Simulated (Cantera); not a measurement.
An isothermal, constant-pressure homogeneous reactor starts with H2 : O2 : N2 = 1.5 : 1 : 1.1 (molar parts), equivalence ratio 0.75, at 875 K and 56000 Pa.

Model: GRI-Mech 3.0 (53 species, 325 reactions), integrated in Cantera. Below about 950 K walls govern HO2 and H2O2 in real vessels. The temperature is held fixed by assumption; the heat of reaction is taken as removed at once.

x: mole fraction; the columns are a selection and need not sum to one.

| t (s) | x H2 | x O2 | x NO | x N2O | x OH |
|---|---|---|---|---|---|
| 0.000800 | 0.417 | 0.278 | <1e-12 | <1e-12 | <1e-12 |
| 0.00197 | 0.417 | 0.278 | <1e-12 | <1e-12 | <1e-12 |
| 0.00486 | 0.417 | 0.278 | <1e-12 | <1e-12 | <1e-12 |
| 0.0120 | 0.417 | 0.278 | <1e-12 | <1e-12 | 1.76e-12 |
| 0.0295 | 0.417 | 0.278 | <1e-12 | <1e-12 | 6.11e-12 |
| 0.0726 | 0.417 | 0.278 | <1e-12 | <1e-12 | 6.65e-11 |
| 0.179 | 0.417 | 0.278 | <1e-12 | 2.08e-12 | 7.21e-10 |
| 0.441 | 0.414 | 0.276 | <1e-12 | 2.62e-11 | [?] |
| 1.09 | 0.392 | 0.266 | <1e-12 | 1.88e-10 | [?] |
| 2.67 | 0.339 | 0.241 | <1e-12 | 5.71e-10 | 1.52e-8 |
| 6.59 | 0.237 | 0.195 | <1e-12 | 1.44e-9 | 1.62e-8 |
| 16.2 | 0.0771 | 0.123 | <1e-12 | 3.65e-9 | [?] |
| 40.0 | 0.00234 | 0.0888 | <1e-12 | 7.42e-9 | [?] |

Problem. Fill in the missing entries.

Solution. 
- 0.441, x OH: 7.84e-9
- 1.09, x OH: 1.68e-8
- 16.2, x OH: 2.15e-8
- 40.0, x OH: 1.60e-8
